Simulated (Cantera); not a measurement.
**Stirred combustor or abatement burner**

A perfectly stirred reactor is fed with 4.04 % CH₄, 1.01 % C₂H₆, 3.43 % C₃H₈, 19.2 % O₂, 72.3 % N₂, at 1.00 atm; it is adiabatic with a 525 K inlet, and is followed from long to short residence time, starting on the burning branch (τ in s: 0.032, 0.013, 0.0052, 0.0021, 0.00083, 0.00033, 0.00013, 5.4e-05, 2.2e-05).

Cantera simulation using GRI-Mech 3.0 (53 species, 325 reactions); the numbers are that mechanism's predictions, not measurements. GRI-Mech 3.0 was tuned for natural gas; its chemistry of propane as a main component is partial and can be far from experiment.

| τ (s) | T (K) | x CH₄ | x C₂H₆ | x C₃H₈ | x NO₂ | x O | x CO | x HO₂ |
|---|---|---|---|---|---|---|---|---|
| 0.032 | 2096 | 7.45e-5 | 2.32e-7 | 5.43e-7 | 1.35e-9 | 2.11e-5 | 0.0992 | 3.92e-8 |
| 0.013 | 2089 | 0.000108 | 5.12e-7 | 1.16e-6 | 1.56e-9 | 3.38e-5 | 0.0989 | 7.90e-8 |
| 0.0052 | 2081 | 0.000174 | 1.18e-6 | 2.58e-6 | 1.77e-9 | 5.12e-5 | 0.0985 | 1.66e-7 |
| 0.0021 | 2070 | 0.000308 | 2.81e-6 | 5.95e-6 | 1.96e-9 | 7.33e-5 | 0.0980 | 3.74e-7 |
| 0.00083 | 2050 | 0.000583 | 7.29e-6 | 1.47e-5 | 2.15e-9 | 0.000106 | 0.0975 | 9.73e-7 |
| 0.00033 | 2006 | 0.00119 | 2.15e-5 | 4.01e-5 | 2.35e-9 | 0.000159 | 0.0975 | 3.15e-6 |
| 0.00013 | 525 | 0.0404 | 0.0101 | 0.0343 | <1e-12 | <1e-12 | <1e-12 | <1e-12 |
| 5.4e-5 | 525 | 0.0404 | 0.0101 | 0.0343 | <1e-12 | <1e-12 | <1e-12 | <1e-12 |
| 2.2e-5 | 525 | 0.0404 | 0.0101 | 0.0343 | <1e-12 | <1e-12 | <1e-12 | <1e-12 |
x: mole fraction; the columns are a selection and need not sum to one.
